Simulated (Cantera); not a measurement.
Feed: 1 mol Ti(OiPr)4, 0.2 mol C3H8, 3.9 mol H2, held at 0.0170 bar.

These are equilibrium values from Cantera (NASA tables, ideal gas, pure condensed phases), not measurements of a reactor. Candidate condensed phases: C, C6H6, C7H8, C8H18, H2O, Ti, TiC, TiO, TiO2, Ti2O3, Ti3O5, Ti4O7; 113 gas species. The feed counts by its element totals alone. TiC: taken at fixed stoichiometry. Rates play no part.

log p: log10 of the partial pressure in bar; n: condensed amount in mol.

| T (°C) | log p H2 | log p CO | log p H | log p C2H2 (acetylene) | log p CH4 | log p H2O | log p CH3 | n C(graphite) | n TiC(s) |
|---|---|---|---|---|---|---|---|---|---|
| 1252 | -1.85 | -2.52 | -5.55 | (withheld) | -6.35 | -7.22 | -8.74 | 7.60 | 1.00 |
| 1302 | -1.85 | -2.52 | -5.31 | (withheld) | -6.45 | -7.37 | -8.59 | 7.60 | 1.00 |
| 1352 | -1.85 | -2.52 | -5.08 | (withheld) | -6.54 | -7.50 | -8.46 | 7.60 | 1.00 |
| 1402 | -1.85 | -2.52 | -4.86 | (withheld) | -6.63 | -7.63 | -8.33 | 7.60 | 1.00 |
| 1452 | -1.85 | -2.52 | -4.66 | (withheld) | -6.71 | -7.75 | -8.21 | 7.60 | 1.00 |
| 1502 | -1.85 | -2.52 | -4.47 | (withheld) | -6.79 | -7.87 | -8.09 | 7.59 | 1.00 |
| 1552 | -1.86 | -2.52 | -4.28 | (withheld) | -6.86 | -7.98 | -7.98 | 7.59 | 1.00 |
| 1602 | -1.86 | -2.52 | -4.11 | (withheld) | -6.93 | -8.08 | -7.88 | 7.59 | 1.00 |
| 1652 | -1.86 | -2.52 | -3.95 | (withheld) | -7.00 | -8.18 | -7.79 | 7.58 | 1.00 |
| 1702 | -1.86 | -2.53 | -3.79 | (withheld) | -7.06 | -8.27 | -7.70 | 7.58 | 1.000 |
| 1752 | -1.86 | -2.53 | -3.65 | (withheld) | -7.12 | -8.36 | -7.61 | 7.57 | 1.000 |
| 1802 | -1.86 | -2.53 | -3.51 | (withheld) | -7.18 | -8.45 | -7.53 | 7.55 | 1.000 |
| 1852 | -1.87 | -2.53 | -3.37 | (withheld) | -7.24 | -8.53 | -7.46 | 7.54 | 1.000 |

Problem. What belongs in the gaps?

Solution. 
- 1252, log p C2H2 (acetylene): -6.77
- 1302, log p C2H2 (acetylene): -6.53
- 1352, log p C2H2 (acetylene): -6.30
- 1402, log p C2H2 (acetylene): -6.09
- 1452, log p C2H2 (acetylene): -5.89
- 1502, log p C2H2 (acetylene): -5.70
- 1552, log p C2H2 (acetylene): -5.52
- 1602, log p C2H2 (acetylene): -5.36
- 1652, log p C2H2 (acetylene): -5.20
- 1702, log p C2H2 (acetylene): -5.05
- 1752, log p C2H2 (acetylene): -4.90
- 1802, log p C2H2 (acetylene): -4.77
- 1852, log p C2H2 (acetylene): -4.64
